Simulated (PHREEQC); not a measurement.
1 kg of water holding 0.047 mol NaCl, 0.013 mol KCl, 0.0086 mol CaCl2 and 0.16 mol MgCl2 is evaporated at 90 °C; the solids stay in contact with the brine. The system is closed to CO2. Solids allowed: Bischofite, Brucite, Carnallite, Halite, Portlandite, Sylvite, MgCl2_4H2O. Others were left out.

Model: Pitzer model, pitzer.dat, run in PHREEQC.

### Question
Predict ionic strength at water left (kg) = 0.8219, 0.375, 0.1156.

### Answer
| water left (kg) | ionic strength |
|---|---|
| 0.8219 | 0.688 |
| 0.375 | 1.51 |
| 0.1156 | 4.89 |

Constants without temperature data keep their 25 °C values here.
